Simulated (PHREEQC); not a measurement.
A PHREEQC speciation (ion-association model, phreeqc.dat) at 20 °C gives pH 5.93 and these molalities:

```csv
species,mol/kgw
SO4-2,0.0442
Fe+2,0.0432
FeSO4,0.0308
CdSO4,0.00271
Cd+2,0.00234
Cd(SO4)2-2,0.00135
FeOH+,3.59e-6
HSO4-,1.85e-6
H+,1.47e-6
```

What are the element totals, and what could have been dissolved in 1 kg of water to give them?

This is not unique; one that fits is totals Cd 0.00640, Fe(2) 0.0740, S(6) 0.0804 mol/kgw, from 0.0064 mol CdSO4 and 0.074 mol FeSO4 per kg of water.

Precipitation was switched off in this run.
